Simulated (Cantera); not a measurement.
# Thermodynamics of silicon etching in halogen gases, feed Si + HBr + N2

A closed system holds: 1 mol Si, 27 mol HBr, 74 mol N2, held at 133 Pa.

Equilibrium computed with Cantera from the NASA thermochemical tables; the gas is ideal and each condensed phase is pure. Candidate condensed phases: Br2, Si, Si3N4; 28 gas species. The tables' values for SiBr3 are old estimates; treat these amounts as uncertain. Kinetics and transport are ignored.

```json
[
 {"T (K)": "850", "log p N2": "-3.01", "log p HBr": "-3.51", "log p Br": "-8.04", "log p H2": "-4.57", "log p SiBr4": "-4.88"},
 {"T (K)": "900", "log p N2": "-3.01", "log p HBr": "-3.51", "log p Br": "-7.52", "log p H2": "-4.57", "log p SiBr4": "-4.88"},
 {"T (K)": "950", "log p N2": "-3.01", "log p HBr": "-3.51", "log p Br": "-7.06", "log p H2": "-4.57", "log p SiBr4": "-4.88"},
 {"T (K)": "1000", "log p N2": "-3.01", "log p HBr": "-3.51", "log p Br": "-6.64", "log p H2": "-4.57", "log p SiBr4": "-4.88"},
 {"T (K)": "1050", "log p N2": "-3.01", "log p HBr": "-3.51", "log p Br": "-6.26", "log p H2": "-4.57", "log p SiBr4": "-4.88"},
 {"T (K)": "1100", "log p N2": "-3.01", "log p HBr": "-3.51", "log p Br": "-5.92", "log p H2": "-4.57", "log p SiBr4": "-4.89"},
 {"T (K)": "1150", "log p N2": "-3.01", "log p HBr": "-3.51", "log p Br": "-5.61", "log p H2": "-4.57", "log p SiBr4": "-4.91"},
 {"T (K)": "1200", "log p N2": "-3.01", "log p HBr": "-3.51", "log p Br": "-5.31", "log p H2": "-4.58", "log p SiBr4": "-4.98"},
 {"T (K)": "1250", "log p N2": "-3.01", "log p HBr": "-3.51", "log p Br": "-5.04", "log p H2": "-4.59", "log p SiBr4": "-5.12"},
 {"T (K)": "1300", "log p N2": "-3.01", "log p HBr": "-3.52", "log p Br": "-4.80", "log p H2": "-4.58", "log p SiBr4": "-5.35"},
 {"T (K)": "1350", "log p N2": "-3.01", "log p HBr": "-3.53", "log p Br": "-4.60", "log p H2": "-4.55", "log p SiBr4": "-5.69"},
 {"T (K)": "1400", "log p N2": "-3.02", "log p HBr": "-3.54", "log p Br": "-4.43", "log p H2": "-4.49", "log p SiBr4": "-6.11"},
 {"T (K)": "1450", "log p N2": "-3.02", "log p HBr": "-3.57", "log p Br": "-4.30", "log p H2": "-4.41", "log p SiBr4": "-6.56"}
]
```
log p: log10 of the partial pressure in bar; nothing condenses.

From 850 K to 1450 K nothing is condensed. The main Si-bearing gas is SiBr4 at 850 K and SiBr2 at 1450 K.
